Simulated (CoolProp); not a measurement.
Aqueous sodium chloride as a coolant, at 10 °C, 1 atm.

Computed with CoolProp (Melinder's fits for secondary coolants).

```json
[
 {"mass %": "3.9", "freezing point (°C)": "-2.4", "conductivity (W/(m K))": "0.577", "density (kg/m³)": "1028", "Prandtl number": "9.50", "cp (kJ/(kg K))": "3.974"},
 {"mass %": "5.7", "freezing point (°C)": "-3.5", "conductivity (W/(m K))": "0.576", "density (kg/m³)": "1042", "Prandtl number": "9.59", "cp (kJ/(kg K))": "3.887"},
 {"mass %": "7.5", "freezing point (°C)": "-4.7", "conductivity (W/(m K))": "0.574", "density (kg/m³)": "1055", "Prandtl number": "9.73", "cp (kJ/(kg K))": "3.807"},
 {"mass %": "9.3", "freezing point (°C)": "-6.0", "conductivity (W/(m K))": "[?]", "density (kg/m³)": "1069", "Prandtl number": "9.90", "cp (kJ/(kg K))": "3.734"},
 {"mass %": "11.1", "freezing point (°C)": "-7.4", "conductivity (W/(m K))": "0.571", "density (kg/m³)": "1082", "Prandtl number": "[?]", "cp (kJ/(kg K))": "3.666"},
 {"mass %": "12.9", "freezing point (°C)": "-8.9", "conductivity (W/(m K))": "0.570", "density (kg/m³)": "[?]", "Prandtl number": "10.4", "cp (kJ/(kg K))": "3.605"},
 {"mass %": "14.7", "freezing point (°C)": "-10.6", "conductivity (W/(m K))": "0.568", "density (kg/m³)": "1110", "Prandtl number": "10.7", "cp (kJ/(kg K))": "3.547"},
 {"mass %": "16.5", "freezing point (°C)": "-12.4", "conductivity (W/(m K))": "0.566", "density (kg/m³)": "1124", "Prandtl number": "11.1", "cp (kJ/(kg K))": "3.494"},
 {"mass %": "18.2", "freezing point (°C)": "-14.3", "conductivity (W/(m K))": "0.565", "density (kg/m³)": "1138", "Prandtl number": "11.5", "cp (kJ/(kg K))": "3.446"},
 {"mass %": "20", "freezing point (°C)": "-16.5", "conductivity (W/(m K))": "0.563", "density (kg/m³)": "1152", "Prandtl number": "12.0", "cp (kJ/(kg K))": "3.399"},
 {"mass %": "21.8", "freezing point (°C)": "-18.8", "conductivity (W/(m K))": "0.561", "density (kg/m³)": "1167", "Prandtl number": "12.6", "cp (kJ/(kg K))": "[?]"}
]
```

Question: Some entries are withheld; supply them.

Answer: 
- 9.3, conductivity (W/(m K)): 0.573
- 11.1, Prandtl number: 10.1
- 12.9, density (kg/m³): 1096
- 21.8, cp (kJ/(kg K)): 3.354
